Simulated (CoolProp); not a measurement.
Octamethyltrisiloxane (MDM) along the isotherm 575 K: fugacity coefficient from the reference equation and from simpler models built on Tc = 565.4 K, pc = 1438 kPa, ω = 0.528; each cubic takes its own stable root.

The numbers come from the reference Helmholtz-energy equation of state, Thol 2017 in CoolProp.

```csv
p (kPa),phase,reference
47.9,gas,0.9896
95.8,gas,0.9793
144,gas,0.9689
192,gas,0.9585
240,gas,0.9482
288,gas,0.9379
335,gas,0.9278
383,gas,0.9175
431,gas,0.9073
479,gas,0.8970
527,gas,0.8868
575,gas,0.8765
623,gas,0.8663
671,gas,0.8561
719,gas,0.8458
```

Q: How far does each simpler model (van der Waals, Peng-Robinson) lie from the reference over these 15 states: mean and median of the absolute difference, and the worst?

A: 
- van der Waals: mean 0.8 %, median 0.8 %, worst +1.5 % at 575 K and 719 kPa
- Peng-Robinson: mean 1.1 %, median 1.1 %, worst -1.9 % at 575 K and 719 kPa
